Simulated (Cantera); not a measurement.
A diamond (100) surface in a fixed gas of H2 with x(CH4) = 0.018, x(CH3) = 1.2e-05, at 925 K, 1800 Pa; coverages are run to steady state.

Detailed kinetics in Cantera: the Harris–Goodwin 1993 mechanism for the reconstructed diamond (100) surface.

θ: site fractions in the mechanism's names (c6HH fully hydrogenated, c6H* and c6*H radical sites, c6** diradical, c6HM methylated).

```json
[
 {"x(H)": "0.0001", "growth (µm/h)": "(withheld)", "θ c6HH": "0.643", "θ c6H*": "0.0111", "θ c6*H": "0.286", "θ c6**": "0.00352", "θ c6HM": "0.0437"},
 {"x(H)": "0.00025", "growth (µm/h)": "(withheld)", "θ c6HH": "0.651", "θ c6H*": "0.0117", "θ c6*H": "0.300", "θ c6**": "0.00448", "θ c6HM": "0.0257"},
 {"x(H)": "0.00064", "growth (µm/h)": "(withheld)", "θ c6HH": "0.659", "θ c6H*": "0.0120", "θ c6*H": "0.308", "θ c6**": "0.00504", "θ c6HM": "0.0122"},
 {"x(H)": "0.0016", "growth (µm/h)": "0.0740", "θ c6HH": "0.664", "θ c6H*": "0.0121", "θ c6*H": "0.312", "θ c6**": "0.00530", "θ c6HM": "0.00534"},
 {"x(H)": "0.0041", "growth (µm/h)": "0.0768", "θ c6HH": "0.666", "θ c6H*": "0.0122", "θ c6*H": "0.314", "θ c6**": "0.00542", "θ c6HM": "0.00216"},
 {"x(H)": "0.01", "growth (µm/h)": "0.0779", "θ c6HH": "0.667", "θ c6H*": "0.0123", "θ c6*H": "0.314", "θ c6**": "0.00546", "θ c6HM": "0.000899"},
 {"x(H)": "0.026", "growth (µm/h)": "0.0784", "θ c6HH": "0.667", "θ c6H*": "0.0123", "θ c6*H": "0.315", "θ c6**": "0.00549", "θ c6HM": "0.000348"},
 {"x(H)": "0.066", "growth (µm/h)": "0.0786", "θ c6HH": "0.667", "θ c6H*": "0.0125", "θ c6*H": "0.315", "θ c6**": "0.00551", "θ c6HM": "0.000137"},
 {"x(H)": "0.17", "growth (µm/h)": "0.0789", "θ c6HH": "0.667", "θ c6H*": "0.0128", "θ c6*H": "0.314", "θ c6**": "0.00555", "θ c6HM": "5.35e-5"}
]
```

Q: Some entries are withheld; supply them.

A: 
- 0.0001, growth (µm/h): 0.0380
- 0.00025, growth (µm/h): 0.0557
- 0.00064, growth (µm/h): 0.0679
